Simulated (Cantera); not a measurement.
Input: 1 mol Fe(CO)₅, 46 mol N₂, equilibrated at 280 Pa.

These are equilibrium values from Cantera (NASA tables, ideal gas, pure condensed phases), not measurements of a reactor. Candidate condensed phases: C, Fe, Fe(CO)₅, FeO, Fe₂O₃, Fe₃O₄; 27 gas species. Equilibrium is a limit: real reactors are often held back by kinetics, nucleation or transport.

x: gas mole fraction; n: condensed amount in mol.

```csv
T (K),x N₂,x CO,x CO₂,x Fe,n Fe(α),n Fe(γ)
1125,0.902,0.0980,1.57e-6,1.20e-9,1.00,0
1150,0.902,0.0980,1.06e-6,3.07e-9,1.00,0
1175,0.902,0.0980,7.29e-7,7.52e-9,1.00,0
1200,0.902,0.0980,5.09e-7,1.77e-8,0,1.000
1225,0.902,0.0980,(withheld),(withheld),0,1.000
1250,0.902,0.0980,2.59e-7,8.85e-8,0,1.000
1275,0.902,0.0980,(withheld),(withheld),0,1.000
1300,0.902,0.0980,1.39e-7,3.90e-7,0,1.000
1325,0.902,0.0980,1.04e-7,7.84e-7,0,1.000
```

Task: Fill in the missing entries.

Result: 
- 1275, x CO₂: 1.89e-7
- 1275, x Fe: 1.89e-7
- 1225, x CO₂: 3.60e-7
- 1225, x Fe: 4.03e-8
